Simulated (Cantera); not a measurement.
Feed: 1 mol SiHCl3, 1.4 mol CH4, 910 mol H2, at 1000 K.

Equilibrium computed with Cantera from the NASA thermochemical tables; the gas is ideal and each condensed phase is pure. Candidate condensed phases: C, C6H6, C7H8, C8H18, Si, SiC; 109 gas species. Kinetics and transport are ignored.

x: gas mole fraction; n: condensed amount in mol.

| P (Pa) | x H2 | x HCl | x CH4 | x SiHCl3 | x SiCl4 | x SiH2Cl2 | n C(graphite) | n SiC(s) |
|---|---|---|---|---|---|---|---|---|
| 100 | 0.997 | 0.00328 | 9.48e-5 | 4.54e-10 | 2.12e-10 | 1.05e-10 | 0.313 | 1.000 |
| 400 | 0.996 | 0.00328 | [?] | [?] | [?] | [?] | [?] | 1.000 |
| 1600 | 0.996 | 0.00328 | 0.000438 | 2.52e-8 | 1.18e-8 | 5.82e-9 | 0 | 1.000 |
| 6300 | 0.996 | 0.00328 | 0.000438 | [?] | [?] | [?] | 0 | 0.999 |
| 25000 | 0.996 | 0.00325 | 0.000448 | 5.83e-6 | 2.70e-6 | 1.36e-6 | 0 | 0.990 |
| 100000 | 0.996 | 0.00297 | 0.000540 | 5.91e-5 | 2.50e-5 | 1.51e-5 | 0 | 0.907 |

Q: Some entries are withheld; supply them.

A: 
- 6300, x SiHCl3: 3.89e-7
- 6300, x SiCl4: 1.82e-7
- 6300, x SiH2Cl2: 8.99e-8
- 400, x CH4: 0.000379
- 400, x SiHCl3: 1.82e-9
- 400, x SiCl4: 8.49e-10
- 400, x SiH2Cl2: 4.20e-10
- 400, n C(graphite): 0.0533
